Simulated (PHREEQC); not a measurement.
A solution holds 9.3 mmol/kgw H2SO4, 0.43 mmol/kgw ZnSO4 and 64 mmol/kgw CuCl2, at 25 °C. Closed to the air; pH follows from the charge balance.

Computed with PHREEQC (ion-association model, wateq4f.dat).

### Question
The ionic strength comes out as 0.189 mol/kgw. What activity coefficients do Cu+2, Zn+2, CuCl+, Cl-, HSO4- get?

### Answer
Cu+2 0.33, Zn+2 0.33, CuCl+ 0.72, Cl- 0.72, HSO4- 0.73.

This is a speciation only: nothing precipitates in the calculation. Complexes and solids missing from the database can't appear.
